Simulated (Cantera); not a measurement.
A perfectly stirred reactor is fed with 8.60 % CH3OH, 18.4 % O2, 69.3 % N2, 3.70 % CO2, equivalence ratio 0.70, at 1.80 bar; it is adiabatic with a 800 K inlet, and is followed from long to short residence time, starting on the burning branch (τ in s: 0.21, 0.087, 0.036, 0.015, 0.0062, 0.0026, 0.0011, 0.00045, 0.00019, 7.7e-05, 3.2e-05, 1.3e-05).

Model: GRI-Mech 3.0 (53 species, 325 reactions), integrated in Cantera. GRI-Mech 3.0 was tuned for natural gas; its chemistry of methanol as a main component is partial and can be far from experiment.

One state of this run: T (K) = 2167; x CH3OH = 1.51e-6; x O2 = 0.0527; x CO2 = 0.115; x C2H2 = 1.65e-12; x NO = 0.000678; x CH2O = 1.51e-6. x: mole fraction; the columns are a selection and need not sum to one.

### Question
Which value of τ (s) does it belong to?
(A) 0.087
(B) 3.2e-5
(C) 0.036
(D) 0.21

### Answer
C, 0.036
